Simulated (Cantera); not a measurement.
A closed system holds: 1 mol HF, 0.64 mol O2, at 3150 K and 13.3 mbar.

Method: chemical equilibrium by Gibbs-energy minimisation in Cantera with the NASA 1993 tables (ideal gas, pure condensed phases). Candidate condensed phases: H2O; 22 gas species. Rates play no part.

Base state: O 0.401, HF 0.307, F 0.116, H 0.0959, O2 0.0628, OH 0.0142, H2 0.00204, H2O 0.000815 (mole fractions); condensed: gas only.

Task: What changes in the equilibrium state with this change: O2 from 0.64 to 4.9 mol?

Result: 
| species | before | after |
|---|---|---|
| O | 0.401 | 0.670 |
| O2 | 0.0628 | 0.175 |
| HF | 0.307 | 0.0549 |
| H | 0.0959 | 0.0394 |
| F | 0.116 | 0.0503 |
| OH | 0.0142 | 0.00973 |
| H2 | 0.00204 | 0.000345 |
| H2O | 0.000815 | 0.000230 |

Task: What changes in the equilibrium state with this change: temperature from 3150 K to 1375 K?

Result: 
| species | before | after |
|---|---|---|
| HF | 0.307 | 0.610 |
| O2 | 0.0628 | 0.390 |
| F | 0.116 | 2.57e-5 |
| O | 0.401 | 3.44e-6 |
| H | 0.0959 | <1e-9 |
| OH | 0.0142 | 9.12e-7 |
| H2 | 0.00204 | <1e-9 |
| H2O | 0.000815 | 1.24e-5 |
